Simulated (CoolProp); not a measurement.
A closed Brayton cycle with carbon dioxide: compressor inlet 312.15 K and 8.7 MPa, high pressure 20.3 MPa, turbine inlet 745 K, compressor efficiency 0.85, turbine efficiency 0.93, recuperator effectiveness 0.8 (on enthalpy, no pinch check). Each further row changes one setting.

Model: reference Helmholtz-energy equation of state, Span 1996, in CoolProp.

```
case                           thermal efficiency (%)  net work (kJ/kg)  compressor to turbine work  compressor exit (K)  turbine exit (K)
-----------------------------  ----------------------  ----------------  --------------------------  -------------------  ----------------
as stated                                        27.6              78.0                        0.25                353.9             646.2
turbine inlet 695 K                              26.5              69.8                           …                353.9             599.9
compressor inlet 322.15 K                        27.0                 …                           …                387.5             646.2
high pressure 17.3 MPa                              …              65.7                        0.23                    …             664.5
recuperator effectiveness 0.5                    20.1              78.0                        0.25                353.9             646.2
```

Q: Some entries are withheld; supply them.

A: 
- turbine inlet 695 K, compressor to turbine work: 0.27
- compressor inlet 322.15 K, net work (kJ/kg): 65.1
- compressor inlet 322.15 K, compressor to turbine work: 0.37
- high pressure 17.3 MPa, thermal efficiency (%): 24.9
- high pressure 17.3 MPa, compressor exit (K): 345.8
